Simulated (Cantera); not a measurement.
A closed system holds: 1 mol AlN, 68 mol H₂, at 502 °C and 2.25 Torr.

Equilibrium computed with Cantera from the NASA thermochemical tables; the gas is ideal and each condensed phase is pure. Candidate condensed phases: Al, AlN; 13 gas species. Rates play no part.

Base state: H₂ 1.00 (mole fractions); condensed: AlN(s).

Task: What changes in the equilibrium state with this change: temperature from 502 °C to 1400 °C?

Result: 
```json
[
 {"species": "H₂", "before": "1.00", "after": "0.995"},
 {"species": "Al", "before": "<1e-9", "after": "0.00218"},
 {"species": "H", "before": "<1e-9", "after": "0.00207"},
 {"species": "N₂", "before": "<1e-9", "after": "0.00113"},
 {"species": "AlH", "before": "<1e-9", "after": "7.86e-5"},
 {"species": "AlN(s), mol", "before": "1.00", "after": "0.846"}
]
```
